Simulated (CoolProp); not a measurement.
Vapour-liquid equilibrium of propane (1) + isobutene (2) at 7.46 bar; x and y are mole fractions of (1).

The numbers come from the multi-fluid Helmholtz-energy mixture model, Lemmon 2009 and Lemmon 2005; pair parameters Bell 2016 in CoolProp.

```json
[
 {"x": "0.05", "bubble temperature, mixture model (K)": "327.1", "bubble temperature, Raoult's law (K)": "327.8", "y, mixture model": "0.125", "y, Raoult's law": "0.127"},
 {"x": "0.15", "bubble temperature, mixture model (K)": "320.3", "bubble temperature, Raoult's law (K)": "321.5", "y, mixture model": "0.317", "y, Raoult's law": "0.333"},
 {"x": "0.25", "bubble temperature, mixture model (K)": "314.8", "bubble temperature, Raoult's law (K)": "316.0", "y, mixture model": "0.460", "y, Raoult's law": "0.490"},
 {"x": "0.35", "bubble temperature, mixture model (K)": "310.3", "bubble temperature, Raoult's law (K)": "311.1", "y, mixture model": "0.571", "y, Raoult's law": "0.613"},
 {"x": "0.45", "bubble temperature, mixture model (K)": "306.3", "bubble temperature, Raoult's law (K)": "306.8", "y, mixture model": "0.664", "y, Raoult's law": "0.711"},
 {"x": "0.55", "bubble temperature, mixture model (K)": "302.7", "bubble temperature, Raoult's law (K)": "302.8", "y, mixture model": "0.744", "y, Raoult's law": "0.789"},
 {"x": "0.65", "bubble temperature, mixture model (K)": "299.3", "bubble temperature, Raoult's law (K)": "299.2", "y, mixture model": "0.815", "y, Raoult's law": "0.852"},
 {"x": "0.75", "bubble temperature, mixture model (K)": "296.1", "bubble temperature, Raoult's law (K)": "295.9", "y, mixture model": "0.877", "y, Raoult's law": "0.904"},
 {"x": "0.85", "bubble temperature, mixture model (K)": "293.1", "bubble temperature, Raoult's law (K)": "292.9", "y, mixture model": "0.932", "y, Raoult's law": "0.948"},
 {"x": "0.95", "bubble temperature, mixture model (K)": "290.2", "bubble temperature, Raoult's law (K)": "290.2", "y, mixture model": "0.979", "y, Raoult's law": "0.984"}
]
```

The largest gap from Raoult's law is -1.2 K in bubble temperature, at x = 0.15. No azeotrope shows between x = 0.05 and 0.95.

Pair parameters are fitted to limited data, so mixtures are less certain than the pure fluids. The gap from Raoult's law changes sign with composition, which may be real or a fault of the pair parameters; it wasn't checked against measurements.
